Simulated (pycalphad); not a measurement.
All values are pycalphad results on the COST 507 light-alloy database (1999) (1 atm), not direct measurements. The data set is of 1999 and partly superseded. Amounts are mole fractions of atoms.

Q: Give the equilibrium state of Sn-88.8Si (at.%) at 1630 K.

A: 
```
T = 1630.00 K, P = 101325 Pa, N = 1 mol of atoms
G = -73686 J/mol, H = 46959 J/mol, S = 74.02 J/(mol K)  (SER reference)
chemical potentials (J/mol): Sn -144806, Si -64716
phase             fraction      x(Sn)      x(Si)
DIAMOND_A4          0.6989   2.02e-07     1.0000
LIQUID              0.3011     0.3719     0.6281
```

DIAMOND_A4 is diamond (Si).
